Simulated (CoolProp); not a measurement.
Aqueous potassium formate as a coolant, 24 % by mass, freezing at -15.0 °C, 1 atm.

Model: Melinder's fits for secondary coolants, in CoolProp.

```json
[
 {"T (°C)": "-0.4", "viscosity (mPa s)": "2.43", "Prandtl number": "15.2", "conductivity (W/(m K))": "0.527", "cp (kJ/(kg K))": "3.296"},
 {"T (°C)": "2.7", "viscosity (mPa s)": "2.23", "Prandtl number": "13.9", "conductivity (W/(m K))": "0.531", "cp (kJ/(kg K))": "___"},
 {"T (°C)": "5.8", "viscosity (mPa s)": "2.05", "Prandtl number": "12.7", "conductivity (W/(m K))": "0.535", "cp (kJ/(kg K))": "3.305"},
 {"T (°C)": "8.9", "viscosity (mPa s)": "1.90", "Prandtl number": "11.7", "conductivity (W/(m K))": "0.539", "cp (kJ/(kg K))": "___"},
 {"T (°C)": "12", "viscosity (mPa s)": "1.76", "Prandtl number": "10.8", "conductivity (W/(m K))": "___", "cp (kJ/(kg K))": "3.315"},
 {"T (°C)": "15.2", "viscosity (mPa s)": "1.63", "Prandtl number": "9.93", "conductivity (W/(m K))": "___", "cp (kJ/(kg K))": "3.320"},
 {"T (°C)": "18.3", "viscosity (mPa s)": "1.53", "Prandtl number": "9.22", "conductivity (W/(m K))": "0.551", "cp (kJ/(kg K))": "3.324"},
 {"T (°C)": "21.4", "viscosity (mPa s)": "1.43", "Prandtl number": "8.58", "conductivity (W/(m K))": "0.555", "cp (kJ/(kg K))": "3.329"},
 {"T (°C)": "24.5", "viscosity (mPa s)": "1.34", "Prandtl number": "8.01", "conductivity (W/(m K))": "0.558", "cp (kJ/(kg K))": "___"},
 {"T (°C)": "27.6", "viscosity (mPa s)": "1.26", "Prandtl number": "7.50", "conductivity (W/(m K))": "0.562", "cp (kJ/(kg K))": "3.338"},
 {"T (°C)": "30.7", "viscosity (mPa s)": "1.19", "Prandtl number": "7.04", "conductivity (W/(m K))": "0.566", "cp (kJ/(kg K))": "3.343"},
 {"T (°C)": "33.9", "viscosity (mPa s)": "___", "Prandtl number": "6.60", "conductivity (W/(m K))": "0.570", "cp (kJ/(kg K))": "3.348"},
 {"T (°C)": "37", "viscosity (mPa s)": "1.06", "Prandtl number": "6.21", "conductivity (W/(m K))": "0.574", "cp (kJ/(kg K))": "3.352"}
]
```

Task: Fill in the missing entries.

Result: 
- 2.7, cp (kJ/(kg K)): 3.301
- 8.9, cp (kJ/(kg K)): 3.310
- 12, conductivity (W/(m K)): 0.543
- 15.2, conductivity (W/(m K)): 0.547
- 24.5, cp (kJ/(kg K)): 3.334
- 33.9, viscosity (mPa s): 1.12
